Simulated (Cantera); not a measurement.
**Reactions in the system Cr-N-O**

Cantera with NASA thermochemical tables; ideal gases at 1 bar, condensed phases pure. Values are per mole of reaction as written; species without (g) are pure solids or liquids, kept so even where they would boil at 1 bar.

2 N2(g) + Cr2O3 = 3 NO(g) + Cr2N

| T (K) | ΔH° (kJ) | ΔS° (J/K) | ΔG° (kJ) | log10 K |
|---|---|---|---|---|
| 948 | 1278.8 | 224.3 | 1066.2 | -58.74 |
| 1048 | 1278.8 | 224.3 | 1043.7 | -52.02 |
| 1148 | 1279.0 | 224.5 | 1021.3 | -46.47 |
| 1248 | 1279.4 | 224.8 | 998.8 | -41.80 |
| 1348 | 1280.0 | 225.2 | 976.3 | -37.83 |
| 1448 | 1280.7 | 225.8 | 953.8 | -34.40 |
| 1548 | 1281.6 | 226.4 | 931.1 | -31.42 |
| 1648 | 1282.8 | 227.1 | 908.5 | -28.79 |
| 1748 | 1284.0 | 227.9 | 885.7 | -26.47 |
